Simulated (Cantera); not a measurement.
Input: 1 mol SiO2, 2.5 mol C, 0.19 mol N2, held at 2525 K and 0.240 bar.

Method: chemical equilibrium by Gibbs-energy minimisation in Cantera with the NASA 1993 tables (ideal gas, pure condensed phases). Candidate condensed phases: C, Si, SiC, SiO2, Si2N2O, Si3N4; 34 gas species. The tables' values for SiN are old estimates; treat these amounts as uncertain. Rates play no part.

Base state: CO 0.793, SiO 0.104, N2 0.0851, Si 0.0141, Si2C 0.00214, SiC2 0.000724, Si2 0.000230, SiN 0.000195 (mole fractions); condensed: SiC(s).

What changes in the equilibrium state with this change: pressure from 0.240 bar to 30.0 Pa?


```csv
species,before,after
CO,0.793,0.625
Si,0.0141,0.241
SiC2,0.000724,0.0671
SiO,0.104,0.000755
N2,0.0851,0.0585
C3,2.42e-7,0.00243
C2,5.21e-8,0.000225
"SiC(s), mol",0.724,0
"C(graphite), mol",0,0.0341
```
